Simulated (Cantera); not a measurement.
# Ti(OiPr)4 + H2 (titanium nitride, carbide and oxide coatings)

Input: 1 mol Ti(OiPr)4, 1.6 mol H2, at 15.0 Pa.

Equilibrium computed with Cantera from the NASA thermochemical tables; the gas is ideal and each condensed phase is pure. Candidate condensed phases: C, C6H6, C7H8, C8H18, H2O, Ti, TiC, TiO, TiO2, Ti2O3, Ti3O5, Ti4O7; 113 gas species. The feed counts by its element totals alone. TiC: taken at fixed stoichiometry. Condensed phases not in the tables: Magnéli phases beyond Ti4O7. Kinetics and transport are ignored.

At 727 °C the condensed part is C(graphite) + Ti4O7(s). From 827 °C to 1927 °C the condensed part is C(graphite) + TiC(s).

```
T (°C)  log p H2  log p H  log p CO  log p C2H2 (acetylene)  log p Ti  log p C2H  log p C3  log p CH4  n C(graphite)  n Ti4O7(s)  n TiC(s)
------  --------  -------  --------  ----------------------  --------  ---------  --------  ---------  -------------  ----------  --------
727        -3.88   -10.59     -4.72                  -12.83      <-15       <-15      <-15      -8.78           9.75       0.250         0
827        -3.92    -9.55     -4.51                  -11.80      <-15       <-15      <-15      -9.29           7.00           0      1.00
927        -3.92    -8.67     -4.51                  -10.91      <-15       <-15      <-15      -9.65           7.00           0      1.00
1027       -3.92    -7.92     -4.51                  -10.16      <-15       <-15      <-15      -9.95           7.00           0      1.00
1127       -3.92    -7.27     -4.51                   -9.52      <-15       <-15      <-15     -10.21           7.00           0      1.00
1227       -3.92    -6.72     -4.51                   -8.97    -14.74     -14.49      <-15     -10.44           7.00           0      1.00
1327       -3.92    -6.23     -4.51                   -8.49    -13.33     -13.26      <-15     -10.64           7.00           0      1.00
1427       -3.93    -5.80     -4.52                   -8.06    -12.09     -12.18    -14.35     -10.82           7.00           0      1.00
1527       -3.94    -5.41     -4.52                   -7.69    -10.99     -11.23    -12.94     -10.99           6.99           0     1.000
1627       -3.95    -5.08     -4.53                   -7.37    -10.00     -10.38    -11.68     -11.15           6.99           0     1.000
1727       -3.98    -4.78     -4.54                   -7.10     -9.12      -9.62    -10.56     -11.33           6.98           0     1.000
1827       -4.03    -4.52     -4.56                   -6.87     -8.32      -8.95     -9.54     -11.55           6.96           0     0.999
1927       -4.12    -4.31     -4.59                   -6.71     -7.59      -8.36     -8.62     -11.83           6.94           0     0.996
```
log p: log10 of the partial pressure in bar; n: condensed amount in mol.
